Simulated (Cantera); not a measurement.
## Fluorocarbon and chlorocarbon gases: CH3Cl + Si + H2

Input: 1 mol CH3Cl, 0.22 mol Si, 16 mol H2, equilibrated at 2300 °C.

Method: chemical equilibrium by Gibbs-energy minimisation in Cantera with the NASA 1993 tables (ideal gas, pure condensed phases). Candidate condensed phases: C, C6H6, C7H8, C8H18, Si, SiC; 109 gas species. The tables' values for SiCl are old estimates; treat these amounts as uncertain. Gases not in the tables: Si2H6 and higher silanes. The numbers say what is thermodynamically allowed, not how fast it happens.

| P (Pa) | log p H | log p H2 | log p HCl | log p Cl | log p C2H2 (acetylene) | log p C | n C(graphite) | n SiC(s) |
|---|---|---|---|---|---|---|---|---|
| 1 | -5.03 | -7.13 | -8.51 | -6.57 | -10.03 | -6.89 | 0 | 0 |
| 3.60 | -4.48 | -6.03 | -7.41 | -6.01 | -8.43 | -6.64 | 0 | 0 |
| 13 | -3.95 | -4.97 | -6.33 | -5.47 | -6.96 | -6.44 | 0 | 0 |
| 46 | -3.47 | -4.01 | -5.35 | -4.96 | -5.85 | -6.35 | 0.315 | 0 |
| 170 | -3.04 | -3.16 | -4.45 | -4.49 | -4.99 | -6.35 | 0.477 | 0 |
| 600 | -2.69 | -2.45 | -3.72 | -4.11 | -4.28 | -6.35 | 0.468 | 0 |
| 2200 | -2.36 | -1.79 | -3.04 | -3.76 | -3.63 | -6.35 | 0.444 | 0 |
| 7700 | -2.07 | -1.20 | -2.45 | -3.46 | -3.04 | -6.35 | 0.432 | 0 |
| 28000 | -1.77 | -0.62 | -1.86 | -3.17 | -2.45 | -6.35 | 0.430 | 0 |
| 100000 | -1.49 | -0.05 | -1.30 | -2.89 | -1.88 | -6.35 | 0.368 | 0.105 |
log p: log10 of the partial pressure in bar; n: condensed amount in mol.

From 1.00e-5 bar to 0.000130 bar nothing is condensed. From 0.000460 bar to 0.280 bar the condensed part is C(graphite). At 1.00 bar the condensed part is C(graphite) + SiC(s). The main Si-bearing gas is Si throughout.
